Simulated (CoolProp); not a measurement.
Saturation properties of R1234ze(E) (Tc = 382.5 K, pc = 36.35 bar, ω = 0.313).

The numbers come from the reference Helmholtz-energy equation of state, Thol 2016 in CoolProp.

```csv
T (K),p (bar),liquid density (kg/m³),surface tension (mN/m),vapour viscosity (µPa s),liquid conductivity (mW/(m K))
222.5,0.2012,1377,23.0,9.14,103
230.6,0.3201,1356,20.9,9.48,99.4
238.7,0.4903,1335,19.0,9.83,96.2
246.9,0.7300,1313,17.3,10.2,93.0
255,1.050,1291,15.7,10.5,89.9
263.1,1.471,1269,14.3,10.9,86.8
271.2,2.014,1246,12.9,11.2,83.8
279.4,2.710,1222,11.6,11.6,80.8
287.5,3.565,1197,10.4,11.9,77.9
295.6,4.612,1171,9.28,12.3,75.1
303.7,5.877,1145,8.17,12.7,72.3
```

It boils at 254.2 K under 1 atm.

Viscosity comes from a separate model (Bell 2016), an estimate that may be off by 10 % or more. Thermal conductivity comes from a separate model (Perkins 2011). Surface tension comes from a separate correlation (Mulero 2014).
